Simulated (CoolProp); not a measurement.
50 sccm (0 °C, 1 atm) of nitrogen bubbles through liquid octamethylcyclotetrasiloxane (D4) at 368.5 K and leaves saturated at a total pressure of 0.0563 MPa (ideal gas phase). Each further row changes one setting.

Computed with CoolProp (reference Helmholtz-energy equation of state, Thol 2015).

| case | vapour pressure (kPa) | mole fraction of vapour | delivery (mg/min) | delivery (sccm) | change of delivery for a bath 1 K warmer (%) |
|---|---|---|---|---|---|
| as stated | 7.19 | … | 96.9 | … | 5.0 |
| bath temperature 373.5 K | 8.87 | 0.158 | … | 9.35 | 5.0 |
| total pressure 0.113 MPa | 7.19 | 0.0637 | … | … | 4.6 |

Task: What belongs in the gaps?

Result: 
- as stated, mole fraction of vapour: 0.128
- as stated, delivery (sccm): 7.33
- bath temperature 373.5 K, delivery (mg/min): 124
- total pressure 0.113 MPa, delivery (mg/min): 45.0
- total pressure 0.113 MPa, delivery (sccm): 3.40
